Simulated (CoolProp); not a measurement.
Vapour pressure (MPa) of carbon dioxide: the reference equation beside estimates from Tc = 31.0 °C, pc = 7.377 MPa, ω = 0.224.

Model: reference Helmholtz-energy equation of state, Span 1996, in CoolProp.

```csv
T (°C),reference,van der Waals,Soave-Redlich-Kwong,Peng-Robinson
-48.95,0.7119,?,0.7129,0.7071
-42.25,?,2.210,0.9255,?
-35.45,?,2.537,1.187,1.173
-28.75,1.489,2.888,1.494,1.476
-21.95,1.854,3.273,1.863,?
-15.15,2.281,3.689,2.295,?
-8.45,2.767,4.130,2.789,2.755
-1.65,3.335,4.610,3.364,3.327
5.15,3.985,5.122,4.021,3.982
11.85,4.712,5.660,4.755,4.718
18.65,?,6.239,5.593,5.563
25.45,6.501,6.853,6.533,6.517
```

**Question.** Some entries are withheld; supply them.

**Answer.** 
- -48.95, van der Waals: 1.916
- -42.25, reference: 0.9238
- -42.25, Peng-Robinson: 0.9162
- -35.45, reference: 1.184
- -21.95, Peng-Robinson: 1.840
- -15.15, Peng-Robinson: 2.266
- 18.65, reference: 5.550

Absolute difference from the reference over all 12 rows, mean and median: van der Waals 67.4 and 55.5 %, Soave-Redlich-Kwong 0.6 and 0.6 %, Peng-Robinson 0.5 and 0.5 %.
